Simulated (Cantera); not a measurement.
**Adiabatic ignition**

An adiabatic, constant-volume homogeneous reactor starts with 19.7 % CH3OH, 15.6 % O2, 58.6 % N2, 6.12 % CO2, equivalence ratio 1.9, at 1698 K and 520000 Pa.

Computed with Cantera and GRI-Mech 3.0 (53 species, 325 reactions). GRI-Mech 3.0 was tuned for natural gas; its chemistry of methanol as a main component is partial and can be far from experiment.

```tsv
t (s)	T (K)	P (bar)	x CH3OH	x O2	x CO2	x CH2	x C2H6
6.00e-6	1799	5.73	0.143	0.128	0.0592	4.98e-6	2.06e-6
1.47e-5	2952	11.4	<1e-12	0.00137	0.0575	1.74e-11	<1e-12
3.59e-5	2967	11.4	<1e-12	0.00116	0.0576	1.91e-11	<1e-12
8.77e-5	2963	11.4	<1e-12	0.00111	0.0574	1.91e-11	<1e-12
0.000214	2958	11.4	<1e-12	0.00106	0.0571	1.91e-11	<1e-12
0.000524	2957	11.4	<1e-12	0.00105	0.0571	1.91e-11	<1e-12
0.00128	2957	11.4	<1e-12	0.00105	0.0571	1.91e-11	<1e-12
0.00313	2957	11.4	<1e-12	0.00105	0.0571	1.91e-11	<1e-12
0.00766	2957	11.4	<1e-12	0.00105	0.0571	1.91e-11	<1e-12
0.0187	2957	11.4	<1e-12	0.00105	0.0571	1.91e-11	<1e-12
0.0458	2957	11.4	<1e-12	0.00105	0.0571	1.91e-11	<1e-12
0.112	2957	11.4	<1e-12	0.00105	0.0571	1.91e-11	<1e-12
0.274	2957	11.4	<1e-12	0.00105	0.0571	1.91e-11	<1e-12
0.669	2957	11.4	<1e-12	0.00105	0.0571	1.91e-11	<1e-12
1.64	2957	11.4	<1e-12	0.00105	0.0571	1.91e-11	<1e-12
4.00	2957	11.4	<1e-12	0.00105	0.0571	1.91e-11	<1e-12
```
x: mole fraction; the columns are a selection and need not sum to one.

* **time of steepest temperature rise**: 7.52 µs
* **temperature at 4.00 s**: 2957 K
* **equilibrium temperature**: 2957 K
* **x(CH3OH) at 4.00 s**: <1e-12 (gas-phase equilibrium <1e-12)
* **x(O2) at 4.00 s**: 0.00105 (gas-phase equilibrium 0.00105)
* **x(CO2) at 4.00 s**: 0.0571 (gas-phase equilibrium 0.0571)
